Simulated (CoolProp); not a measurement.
Vapour-liquid equilibrium of CH2F2 (R32) (1) + methanol (2) at 262.8 K; x and y are mole fractions of (1).

Model: multi-fluid Helmholtz-energy mixture model, Tillner-Roth 1997 and de Reuck 1993; pair parameters Bell 2016, in CoolProp.

Question: Give the bubble pressure and the first vapour's composition at x = 0.2, 0.425, 0.8. Is there an azeotrope?

Answer: x = 0.2: 0.3132 MPa, y = 0.994; x = 0.425: 0.4350 MPa, y = 0.995; x = 0.8: 0.4913 MPa, y = 0.997. No azeotrope shows between x = 0.05 and 0.95.

The pair parameters rest on a limited set of measurements; away from them the model extrapolates. With so large a gap from Raoult's law the liquid may split in two, which this calculation doesn't test in full.
